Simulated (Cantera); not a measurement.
Input (Python, Cantera) and output of one run.

```python
import numpy as np
import cantera as ct

gas_names = """
    N N2 Si SiN Si2 Si2N Si3
""".split()
cond_names = """
    Si(cr) Si(L) Si3N4(a)
""".split()


def load(file, names, dense=False):
    # The tables refer to 1 bar. Condensed volumes are neglected.
    table = {s.name: s for s in ct.Species.list_from_file(file)}
    out = []
    for n in names:
        d = dict(table[n].input_data)
        d["thermo"] = dict(d["thermo"], **{"reference-pressure": 1e5})
        if dense:
            d["equation-of-state"] = {"model": "constant-volume", "density": "1e6 g/cm^3"}
        out.append(ct.Species.from_dict(d))
    return out


gas = ct.Solution(thermo="ideal-gas", species=load("nasa_gas.yaml", gas_names))
cond = {s.name: ct.Solution(thermo="fixed-stoichiometry", species=[s], name=s.name)
        for s in load("nasa_condensed.yaml", cond_names, dense=True)}
atoms = {
    'Si3N4': {'Si': 3, 'N': 4},
    'Si': {'Si': 1},
    'N2': {'N': 2},
}
top_T = {'Si3N4(a)': 2400}  # K; cautious upper limits of use, not melting points


def equilibrate(T, P, feed):
    n = {}
    for name, mol in feed.items():
        for a, k in atoms[name].items():
            n[a] = n.get(a, 0.0) + k * mol
    gas.TPX = T, P, n
    mass = sum(n.values()) * gas.mean_molecular_weight
    gas.equilibrate("TP")
    valid = [c for c in cond.values() if c.min_temp <= T <= top_T.get(c.name, c.max_temp)]
    mix = ct.Mixture([(gas, mass / gas.mean_molecular_weight)] + [(c, 0.0) for c in valid])
    mix.T, mix.P = T, P
    mix.equilibrate("TP", solver="vcs", rtol=1e-11, max_steps=5000)
    return mix


results = []
feed = {'Si3N4': 1, 'Si': 0.062, 'N2': 0.011}  # mol
T = 2625  # K
P = 100000  # Pa
mix = equilibrate(T, P, feed)
results.append((T, P, feed, dict(zip(mix.species_names, mix.species_moles))))
print(gas.report(threshold=0.001))
for i in range(1, mix.n_phases):
    print(f"{mix.phase(i).name:16s} {mix.phase_moles(i):12.5e} mol")
```

Result:

```
       temperature   2625 K
          pressure   1e+05 Pa
           density   0.12864 kg/m^3
  mean mol. weight   28.076 kg/kmol
   phase of matter   gas

                          1 kg             1 kmol
                     ---------------   ---------------
          enthalpy        3.0187e+06         8.475e+07  J
   internal energy        2.2413e+06        6.2925e+07  J
           entropy            9340.5        2.6224e+05  J/K
    Gibbs function         -2.15e+07       -6.0363e+08  J
 heat capacity c_p            1306.5             36680  J/K
 heat capacity c_v            1010.3             28365  J/K

                      mass frac. Y      mole frac. X     chem. pot. / RT
                     ---------------   ---------------   ---------------
                N2           0.98409           0.98625           -27.906
                Si          0.011563          0.011559            -7.357
     [   +5 minor]         0.0043429         0.0021861

Si(L)             3.03139e+00 mol
```

Cantera equilibrium calculation (NASA polynomials, part measured and part estimated; ideal gas, pure solids and liquids). The tables' values for SiN are old estimates; treat these amounts as uncertain.
